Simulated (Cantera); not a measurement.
A perfectly stirred reactor is fed with CH₄ : N₂ = 1 : 180 (molar parts), at 2670 Pa; it is held at 1523 K, and followed from long to short residence time.

Model: GRI-Mech 3.0 (53 species, 325 reactions), integrated in Cantera. GRI-Mech 3.0 stops at C3 and has no aromatics, soot or wall deposition, so with more carbon than oxygen in the feed, carbon stays in small species such as C2H2 where larger ones or solid carbon would form. Radical loss at walls, strong at low pressure, is not modelled.

x: mole fraction; the columns are a selection and need not sum to one.

```json
[
 {"τ (s)": "1.3", "x CH₄": "0.00437", "x CH₃": "___", "x C₂H₂": "0.000433", "x CH₂": "3.25e-8", "x C₂H": "9.14e-10"},
 {"τ (s)": "0.49", "x CH₄": "0.00520", "x CH₃": "___", "x C₂H₂": "7.16e-5", "x CH₂": "1.84e-8", "x C₂H": "1.68e-10"},
 {"τ (s)": "0.18", "x CH₄": "0.00548", "x CH₃": "___", "x C₂H₂": "2.85e-6", "x CH₂": "4.36e-9", "x C₂H": "1.15e-11"},
 {"τ (s)": "0.068", "x CH₄": "0.00551", "x CH₃": "___", "x C₂H₂": "7.08e-8", "x CH₂": "7.53e-10", "x C₂H": "<1e-12"},
 {"τ (s)": "0.025", "x CH₄": "0.00552", "x CH₃": "___", "x C₂H₂": "1.38e-9", "x CH₂": "1.20e-10", "x C₂H": "<1e-12"},
 {"τ (s)": "0.0094", "x CH₄": "0.00552", "x CH₃": "___", "x C₂H₂": "2.76e-11", "x CH₂": "2.16e-11", "x C₂H": "<1e-12"},
 {"τ (s)": "0.0035", "x CH₄": "0.00552", "x CH₃": "___", "x C₂H₂": "<1e-12", "x CH₂": "4.13e-12", "x C₂H": "<1e-12"},
 {"τ (s)": "0.0013", "x CH₄": "0.00552", "x CH₃": "___", "x C₂H₂": "<1e-12", "x CH₂": "<1e-12", "x C₂H": "<1e-12"}
]
```

Task: Complete the blanks.

Result: 
- 1.3, x CH₃: 6.57e-5
- 0.49, x CH₃: 5.35e-5
- 0.18, x CH₃: 2.51e-5
- 0.068, x CH₃: 9.80e-6
- 0.025, x CH₃: 3.62e-6
- 0.0094, x CH₃: 1.35e-6
- 0.0035, x CH₃: 4.90e-7
- 0.0013, x CH₃: 1.71e-7
